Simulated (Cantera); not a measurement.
Input: 1 mol Fe2O3, 2.8 mol HCl, 0.26 mol H2, at 648.15 K and 100 Torr.

Equilibrium computed with Cantera from the NASA thermochemical tables; the gas is ideal and each condensed phase is pure. Candidate condensed phases: Fe, FeCl2, FeCl3, FeO, Fe(OH)2, Fe(OH)3, Fe2O3, Fe3O4, H2O; 22 gas species. Condensed phases not in the tables: FeOCl. Rates play no part.

Base state: HCl 0.693, H2O 0.307 (mole fractions); condensed: FeCl2(s) + Fe2O3(s).

Question: What changes in the equilibrium state with this change: H2 from 0.26 to 1.3 mol?

Answer: 
```
species         before   after
-------------  -------  ------
H2O              0.307   0.760
H2             1.34e-8   0.189
HCl              0.693  0.0511
FeCl2(s), mol    0.520    1.33
Fe2O3(s), mol    0.740       0
Fe3O4(s), mol        0   0.224
```
